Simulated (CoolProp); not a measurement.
Vapour-liquid equilibrium of carbon dioxide (1) + propane (2) at 8.75 bar; x and y are mole fractions of (1).

Values from CoolProp's multi-fluid Helmholtz-energy mixture model, Span 1996 and Lemmon 2009; pair parameters Kunz 2012.

```json
[
 {"x": "0.05", "bubble temperature (°C)": "8.2", "y at the bubble point": "0.302", "dew temperature at overall composition x (°C)": "19.6", "liquid density (mol/L)": "11.93"},
 {"x": "0.15", "bubble temperature (°C)": "-12.4", "y at the bubble point": "0.648", "dew temperature at overall composition x (°C)": "15.3", "liquid density (mol/L)": "13.10"},
 {"x": "0.25", "bubble temperature (°C)": "-24.8", "y at the bubble point": "0.789", "dew temperature at overall composition x (°C)": "10.8", "liquid density (mol/L)": "14.12"},
 {"x": "0.35", "bubble temperature (°C)": "-31.9", "y at the bubble point": "0.851", "dew temperature at overall composition x (°C)": "5.8", "liquid density (mol/L)": "15.07"},
 {"x": "0.45", "bubble temperature (°C)": "-35.8", "y at the bubble point": "0.882", "dew temperature at overall composition x (°C)": "0.5", "liquid density (mol/L)": "16.04"},
 {"x": "0.55", "bubble temperature (°C)": "-38.1", "y at the bubble point": "0.900", "dew temperature at overall composition x (°C)": "-5.6", "liquid density (mol/L)": "17.10"},
 {"x": "0.65", "bubble temperature (°C)": "-39.5", "y at the bubble point": "0.913", "dew temperature at overall composition x (°C)": "-12.6", "liquid density (mol/L)": "18.33"},
 {"x": "0.75", "bubble temperature (°C)": "-40.7", "y at the bubble point": "0.925", "dew temperature at overall composition x (°C)": "-21.0", "liquid density (mol/L)": "19.83"},
 {"x": "0.85", "bubble temperature (°C)": "-41.8", "y at the bubble point": "0.943", "dew temperature at overall composition x (°C)": "-31.7", "liquid density (mol/L)": "21.73"},
 {"x": "0.95", "bubble temperature (°C)": "-43.1", "y at the bubble point": "0.974", "dew temperature at overall composition x (°C)": "-42.2", "liquid density (mol/L)": "24.19"}
]
```

No azeotrope shows between x = 0.05 and 0.95.

The pair parameters rest on a limited set of measurements; away from them the model extrapolates. With so large a gap from Raoult's law the liquid may split in two, which this calculation doesn't test in full.
